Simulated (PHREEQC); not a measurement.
# Alkaline etch or developer: speciation

Solution (25 °C): 0.0014 mol NaOH, 0.00029 mol H4SiO4 and 7.2e-05 mol (CH3)4NCl per kg of water. Closed to the air; pH follows from the charge balance.

Equilibrium calculation in PHREEQC: ion-association model, phreeqc.dat.

This is a speciation only: nothing precipitates in the calculation.

Estimate the pH, ionic strength.

pH 11.03; ionic strength 0.00147 mol/kgw.

In which forms is Si present?

H3SiO4- 94 %, H4SiO4 5.7 %, H2SiO4-2 0.8 % of the Si.

(CH3)4N+ isn't in the database: it is added as a free cation with an ion size of 4 Å.
